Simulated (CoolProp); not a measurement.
Properties of fluoroethane (R161) at several states.

Model: reference Helmholtz-energy equation of state, Wu 2012, in CoolProp.

```
T (°C)   p (MPa)   phase  density (kg/m³)  speed of sound (m/s)  Joule-Thomson coefficient (K/MPa)  fugacity coefficient
-------  -------  ------  ---------------  --------------------  ---------------------------------  --------------------
-9.55       1.42  liquid            777.1                 926.9                            -0.2792                0.2123
57.95      0.122     gas            2.158                 254.0                              15.34                0.9870
-130.35     2.28  liquid            941.2                  1677                            -0.4034              2.213e-5
-25.55      2.86  liquid            803.9                  1041                            -0.3435               0.06147
-82.85      1.65  liquid            879.9                  1384                            -0.4246              0.004497
```
